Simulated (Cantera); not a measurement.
Feed: 1 mol Si2Cl6, 19 mol NH3, 0.36 mol H2, at 8.10 mbar.

Method: chemical equilibrium by Gibbs-energy minimisation in Cantera with the NASA 1993 tables (ideal gas, pure condensed phases). Candidate condensed phases: NH4Cl, Si, Si3N4; 28 gas species. The feed counts by its element totals alone. Gases not in the tables: Si2H6 and higher silanes. The numbers say what is thermodynamically allowed, not how fast it happens.

Task: Which condensed phases are stable at each of these points (T (K)): 798, 898, 998, 1098, 1198, 1298, 1398, 1498, 1598, 1698, 1798, 1898?

Result: 
```tsv
T (K)	condensed phases	Si condensed (%)
798	Si3N4(s)	98.9
898	Si3N4(s)	99.3
998	Si3N4(s)	99.6
1098	Si3N4(s)	99.7
1198	Si3N4(s)	99.6
1298	Si3N4(s)	98.9
1398	Si3N4(s)	95.3
1498	Si3N4(s)	83.7
1598	Si3N4(s)	61.0
1698	Si3N4(s)	33.5
1798	Si(l)	33.3
1898	Si(l)	33.5
```

From 798 K to 1698 K the condensed part is Si3N4(s). From 1798 K to 1898 K the condensed part is Si(l).
